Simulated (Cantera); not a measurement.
Charge: 1 mol Cr₂O₃, 2.7 mol H₂, a varied amount of N₂, at 10.0 mbar.

These are equilibrium values from Cantera (NASA tables, ideal gas, pure condensed phases), not measurements of a reactor. Candidate condensed phases: Cr, CrN, Cr₂N, Cr₂O₃, H₂O; 29 gas species. Mutual solubility and eutectic melting of coexisting phases are not modelled. Rates play no part.

Stable condensed phases, one row left out:

```
T in °C \ n(N₂) in mol
         3.7  17  29  42  55  68  81
   1800    A   A   A   A   A   A   A
   1750    A   A   A   A   A   A   A
   1700    A   A   A   A   A   A   A
   1650    A   A   A   A   A   A   A
   1600    A   A   A   A   A   A   A
   1550    A   A   A   A   A   A   A
   1500    A   A   A   A   A   A   A
   1450    A   A   A   A   A   A   A
   1400    A   A   A   A   A   A   A
   1350    B   A   A   A   A   A   A
   1250    B   B   A   A   A   A   A
   1200    B   B   B   B   A   A   A
```

A: Cr₂O₃; B: Cr + Cr₂O₃.

Task: Give the row for 1300 °C.

Result: 3.7: Cr + Cr₂O₃; 17: Cr₂O₃; 29: Cr₂O₃; 42: Cr₂O₃; 55: Cr₂O₃; 68: Cr₂O₃; 81: Cr₂O₃.
